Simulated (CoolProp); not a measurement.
Normal hydrogen along the isotherm -237.35 °C: Z from the reference equation and from simpler models built on Tc = -240.0 °C, pc = 12.96 bar, ω = -0.219; each cubic takes its own stable root.

Computed with CoolProp (reference Helmholtz-energy equation of state, Leachman 2009).

```csv
p (bar),phase,reference,van der Waals,Redlich-Kwong,Soave-Redlich-Kwong,Peng-Robinson
16.2,supercritical,0.4976,0.5093,0.5395,0.4876,0.4538
32.4,supercritical,0.4182,0.5185,0.4494,0.4322,0.3906
48.6,supercritical,0.5633,0.6985,0.5787,0.5655,0.5096
64.8,supercritical,0.7066,0.8770,0.7103,0.6984,0.6287
81,supercritical,0.8457,1.052,0.8392,0.8281,0.7452
97.2,supercritical,0.9810,1.223,0.9654,0.9547,0.8592
113,supercritical,1.110,1.388,1.086,1.076,0.9681
130,supercritical,1.245,1.563,1.214,1.204,1.083
```
